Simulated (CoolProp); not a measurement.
c-C4F8 (RC318) at several states: density (kg/m³) from the reference equation and from simpler models built on Tc = 115.2 °C, pc = 2.778 MPa, ω = 0.355; each cubic takes its own stable root.

Computed with CoolProp (reference Helmholtz-energy equation of state, Platzer 1990). This equation is an older, rougher fit; its heat capacities, sound speeds and derivatives of the liquid may be far off and weren't checked against measurements.

| T (°C) | p (MPa) | phase | reference | van der Waals | Redlich-Kwong | Peng-Robinson |
|---|---|---|---|---|---|---|
| 64.65 | 6.24 | liquid | 1384 | 933.5 | 1252 | 1467 |
| 63.15 | 0.19 | gas | 14.13 | 14.00 | 14.10 | 14.19 |
| 144.85 | 0.0453 | gas | 2.618 | 2.618 | 2.619 | 2.620 |
| 41.25 | 0.0409 | gas | 3.161 | 3.153 | 3.159 | 3.164 |
| 74.65 | 6.7 | liquid | 1347 | 921.6 | 1221 | 1421 |
